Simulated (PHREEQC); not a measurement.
Consider water at 25 °C with 0.013 mol CaSO4 and 0.0057 mol Na2SO4 per kg of water. Closed to the air; pH follows from the charge balance.

Computed with PHREEQC (ion-association model, phreeqc.dat).

This is a speciation only: nothing precipitates in the calculation.

Problem. Estimate the ionic strength, density, specific conductance.

Solution. ionic strength 0.0504 mol/kgw; density 1.000 g/cm³; specific conductance 2940 µS/cm.

Problem. In which forms is Na present?

Solution. Na+ 97 %, NaSO4- 3.1 % of the Na.
